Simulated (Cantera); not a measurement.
**Hydrocarbon pyrolysis for carbon deposition**

An isothermal, constant-pressure homogeneous reactor starts with C2H6 : N2 = 1 : 2 (molar parts), at 1700 K and 0.593 Torr.

Cantera simulation using GRI-Mech 3.0 (53 species, 325 reactions); the numbers are that mechanism's predictions, not measurements. GRI-Mech 3.0 stops at C3 and has no aromatics, soot or wall deposition, so with more carbon than oxygen in the feed, carbon stays in small species such as C2H2 where larger ones or solid carbon would form. Radical loss at walls, strong at low pressure, is not modelled.

```
t (s)       x C2H6       x H     x C2H     x HCN     x CH3    x C2H2
--------  --------  --------  --------  --------  --------  --------
0.000400     0.313  0.000163  1.02e-12  2.09e-10    0.0258   1.43e-7
0.00139      0.246   0.00113   1.66e-8   8.64e-8    0.0664  0.000122
0.00480     0.0592   0.00335   2.62e-6   8.97e-7    0.0990    0.0154
0.0167    0.000451   0.00292   7.68e-6   2.54e-6    0.0240     0.109
0.0577     5.03e-5   0.00112   3.38e-6   2.89e-6   0.00645     0.155
0.200      1.59e-5  0.000649   2.00e-6   3.00e-6   0.00302     0.173
0.693      7.27e-6  0.000544   1.65e-6   3.14e-6   0.00192     0.181
2.40       2.94e-6  0.000604   1.77e-6   3.50e-6   0.00123     0.188
8.33       5.26e-7  0.000861   2.44e-6   4.71e-6  0.000568     0.196
28.9       1.69e-8   0.00191   5.36e-6   1.05e-5  0.000143     0.199
100       9.11e-11   0.00329   9.22e-6   2.66e-5   1.43e-5     0.200
```
x: mole fraction; the columns are a selection and need not sum to one.

Equilibrium at this temperature and pressure: C2H6 1.48e-12, H 0.00333, C2H 6.42e-6, HCN 0.124, CH3 1.58e-6, C2H2 0.138 (gas phase only).
